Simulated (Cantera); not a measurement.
A Cantera script and its output.

```python
import numpy as np
import cantera as ct

gas = ct.Solution("h2o2.yaml")
gas.TPX = 675, 23000, {'H2': 1, 'O2': 0.455, 'N2': 2.23, 'H2O': 0.52}
flame = ct.FreeFlame(gas, width=0.11)
flame.set_refine_criteria(ratio=3, slope=0.08, curve=0.16)
flame.transport_model = "mixture-averaged"
flame.solve(loglevel=0, auto=True)
z, T = flame.grid, flame.T
thick = (T[-1] - T[0]) / np.gradient(T, z).max()
show = ['H2', 'O2', 'H2O', 'HO2', 'H', 'O']
print(f"laminar burning velocity  {flame.velocity[0] * 100:.3f} cm/s")
print(f"burnt temperature         {T[-1]:.1f} K")
print(f"thermal thickness         {thick * 1e3:.4f} mm")
print(f"grid points               {len(z)}")
z0 = z[flame.heat_release_rate.argmax()]
print(f"{'z/mm':>9s}{'T/K':>9s}{'u/(m/s)':>9s}" + "".join(f"{s:>11s}" for s in show))
rows = []
for k in (-3, -2, -1.5, -1, -0.5, -0.25, 0, 0.25, 0.5, 1, 2, 4, 8):
    zz = z0 + k * thick
    rows.append([k * thick, np.interp(zz, z, T), np.interp(zz, z, flame.velocity),
                 *(np.interp(zz, z, flame.X[gas.species_index(s)]) for s in show)])
    print(f"{rows[-1][0] * 1e3:9.3f}{rows[-1][1]:9.1f}{rows[-1][2]:9.3f}" + "".join(f"{x:11.3e}" for x in rows[-1][3:]))
```

It prints:

```
laminar burning velocity  613.423 cm/s
burnt temperature         2173.9 K
thermal thickness         3.5300 mm
grid points               139
     z/mm      T/K  u/(m/s)         H2         O2        H2O        HO2          H          O
  -10.590    675.0    6.134  2.378e-01  1.082e-01  1.237e-01  6.972e-12  6.028e-15  2.780e-16
   -7.060    675.0    6.134  2.378e-01  1.082e-01  1.237e-01  4.557e-11  9.775e-13  4.083e-14
   -5.295    675.0    6.134  2.378e-01  1.082e-01  1.237e-01  2.230e-09  1.809e-10  6.114e-12
   -3.530    675.0    6.134  2.378e-01  1.082e-01  1.237e-01  3.276e-07  7.339e-08  1.914e-09
   -1.765    679.5    6.168  2.365e-01  1.081e-01  1.241e-01  7.767e-05  1.295e-04  4.636e-06
   -0.882    780.3    7.005  2.183e-01  1.048e-01  1.353e-01  7.126e-05  4.165e-03  1.859e-04
    0.000   1114.7    9.749  1.302e-01  7.268e-02  2.067e-01  2.799e-05  3.469e-02  3.739e-03
    0.882   1362.7   11.767  5.811e-02  2.993e-02  2.859e-01  9.373e-06  5.477e-02  7.355e-03
    1.765   1473.4   12.637  4.962e-02  2.198e-02  3.015e-01  6.081e-06  4.970e-02  7.312e-03
    3.530   1594.6   13.563  4.912e-02  1.860e-02  3.106e-01  4.442e-06  3.920e-02  6.392e-03
    7.060   1720.5   14.497  4.768e-02  1.530e-02  3.210e-01  3.164e-06  2.865e-02  5.041e-03
   14.120   1840.8   15.366  4.447e-02  1.186e-02  3.326e-01  2.149e-06  1.958e-02  3.577e-03
   28.240   1945.7   16.105  4.012e-02  8.614e-03  3.444e-01  1.397e-06  1.266e-02  2.292e-03
```

Detailed kinetics in Cantera: the H2/O2 subset of GRI-Mech 3.0, which has no nitrogen chemistry. Burning velocities carry a grid error of a few per cent, more on coarse grids.
